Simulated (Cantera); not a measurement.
Feed: 1 mol Al, 12 mol O2, 730 mol N2, 5 mol N2O, held at 1950 K and 13300 Pa.

Cantera equilibrium calculation (NASA polynomials, part measured and part estimated; ideal gas, pure solids and liquids). Candidate condensed phases: Al, AlN, Al2O3; 16 gas species. Rates play no part.

Base state: N2 0.980, O2 0.0172, NO 0.00212, O 0.000162 (mole fractions); condensed: Al2O3(s).

What changes in the equilibrium state with this change: Al replaced by AlCl3?


```tsv
species	before	after
N2	0.980	0.977
O2	0.0172	0.0171
Cl	0	0.00398
NO	0.00212	0.00212
O	0.000162	0.000162
Al2O3(s), mol	0.500	0.500
```
Further candidate phases: AlCl3.
